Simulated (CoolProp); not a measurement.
Vapour-liquid equilibrium of CHF3 (R23) (1) + R11 (2) at -39.95 °C; x and y are mole fractions of (1).

Model: multi-fluid Helmholtz-energy mixture model, Penoncello 2003 and Jacobsen 1992; pair parameters Bell 2016, in CoolProp.

| x | bubble pressure (MPa) | y at the bubble point | dew pressure at overall composition x (MPa) | liquid density (mol/L) |
|---|---|---|---|---|
| 0.05 | 0.1224 | 0.958 | 0.005373 | 12.04 |
| 0.125 | 0.2769 | 0.981 | 0.005835 | 12.41 |
| 0.2 | 0.3984 | 0.987 | 0.006383 | 12.80 |
| 0.275 | 0.4847 | 0.989 | 0.007044 | 13.19 |
| 0.35 | 0.5393 | 0.991 | 0.007857 | 13.60 |
| 0.425 | 0.5694 | 0.991 | 0.008882 | 14.03 |
| 0.5 | 0.5832 | 0.991 | 0.01021 | 14.47 |
| 0.575 | 0.5884 | 0.992 | 0.01202 | 14.93 |
| 0.65 | 0.5916 | 0.992 | 0.01459 | 15.41 |
| 0.725 | 0.5979 | 0.992 | 0.01858 | 15.92 |
| 0.8 | 0.6112 | 0.993 | 0.02556 | 16.46 |
| 0.875 | 0.6351 | 0.994 | 0.04093 | 17.04 |
| 0.95 | 0.6730 | 0.997 | 0.1027 | 17.67 |

No azeotrope shows between x = 0.05 and 0.95.

The pair parameters rest on a limited set of measurements; away from them the model extrapolates. With so large a gap from Raoult's law the liquid may split in two, which this calculation doesn't test in full.
